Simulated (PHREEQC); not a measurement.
## Acid rinse or clean

Dissolve 0.0088 mol H2SO4 and 0.24 mol CuCl2 per kg of water at 84 °C. Closed to the air; pH follows from the charge balance.

Computed with PHREEQC (ion-association model, wateq4f.dat).

Each row changes one thing in this solution. Precipitation was switched off in this run.

| case | pH | ionic strength (mol/kgw) | Cl- (mol/kgw) | CuCl+ (mol/kgw) | Cu+2 (mol/kgw) | CuCl2 (mol/kgw) | SI of Chalcanthite (CuSO4:5H2O) | SI of Atacamite (Cu2(OH)3Cl) |
|---|---|---|---|---|---|---|---|---|
| as made | 1.98 | 0.384 | 0.300 | 0.150 | 0.0725 | 0.0152 | -2.61 | -3.41 |
| CuCl2 from 0.24 to 0.024 mol/kgw | 1.99 | 0.0672 | (withheld) | 0.00734 | 0.0150 | 0.000159 | -2.82 | -5.06 |
| H2SO4 replaced by Li2SO4 at the same molality | 3.72 | 0.387 | 0.301 | 0.149 | (withheld) | 0.0151 | -2.38 | +1.80 |
| H2SO4 from 0.0088 to 0.0132 mol/kgw | 1.83 | 0.390 | 0.300 | 0.149 | 0.0725 | 0.0151 | (withheld) | -3.87 |
| CuCl2 from 0.24 to 0.264 mol/kgw | 1.98 | 0.413 | (withheld) | 0.167 | 0.0764 | 0.0179 | -2.60 | -3.36 |
| CuCl2 from 0.24 to 0.216 mol/kgw | 1.98 | 0.354 | 0.274 | (withheld) | 0.0683 | 0.0126 | -2.61 | -3.47 |

Question: Complete the blanks.

Answer: 
- CuCl2 from 0.24 to 0.024 mol/kgw, Cl- (mol/kgw): 0.0403
- H2SO4 replaced by Li2SO4 at the same molality, Cu+2 (mol/kgw): 0.0718
- H2SO4 from 0.0088 to 0.0132 mol/kgw, SI of Chalcanthite (CuSO4:5H2O): -2.50
- CuCl2 from 0.24 to 0.264 mol/kgw, Cl- (mol/kgw): 0.325
- CuCl2 from 0.24 to 0.216 mol/kgw, CuCl+ (mol/kgw): 0.133

Some of these states are supersaturated (in Atacamite, for instance). Away from 25 °C the constants follow the database's enthalpies or fits; those with neither stay at their 25 °C values.
